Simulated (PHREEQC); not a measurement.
A column of 0.1 m (40 cells, dispersivity 0.008 m, 3600 s a shift, diffusion coefficient 3e-10 m²/s) holds 0.0019 eq of the database's cation exchanger X per kg of pore water, first in equilibrium with 0.015 mol CaCl2, 0.0014 mol ZnCl2 and 1e-05 mol HCl per kg of water. It is flushed with 0.001 mol/kgw BaCl2 and 1e-05 mol/kgw HCl, at 25 °C. Values are for the last cell. CO2 from the air is kept out. No solid was allowed to form.

Equilibrium calculation in PHREEQC: ion-association model, phreeqc.dat.

Q: Predict Ba in solution (mol/kgw), Zn in solution (mol/kgw) at pore volumes = 0.3875, 1.137, 1.887, 3.638, 3.888.

A: 
| pore volumes | Ba in solution (mol/kgw) | Zn in solution (mol/kgw) |
|---|---|---|
| 0.3875 | 5.44e-6 | 0.00139 |
| 1.137 | 0.000364 | 0.000448 |
| 1.887 | 0.000466 | 8.86e-5 |
| 3.638 | 0.000935 | 5.61e-6 |
| 3.888 | 0.000957 | 3.64e-6 |

Complexes and solids missing from the database can't appear.
